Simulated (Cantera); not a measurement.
Charge: 1 mol SiCl4, 9.1 mol H2, 1.1 mol Cl2, held at 1450 K and 13300 Pa.

These are equilibrium values from Cantera (NASA tables, ideal gas, pure condensed phases), not measurements of a reactor. Candidate condensed phases: Si; 19 gas species. The tables' values for SiCl3 are old estimates; treat these amounts as uncertain. Rates play no part.

Base state: H2 0.632, HCl 0.282, SiCl2 0.0364, SiCl4 0.0271, SiCl3 0.0164, SiHCl3 0.00522, SiH2Cl2 0.000156, H 2.06e-5 (mole fractions); condensed: gas only.

### Question
What changes in the equilibrium state with this change: pressure from 13300 Pa to 100000 Pa?

### Answer
```csv
species,before,after
H2,0.632,0.669
HCl,0.282,0.244
SiCl4,0.0271,0.0496
SiCl2,0.0364,0.0127
SiHCl3,0.00522,0.0117
SiCl3,0.0164,0.0131
SiH2Cl2,0.000156,0.000430
H,2.06e-5,7.73e-6
```
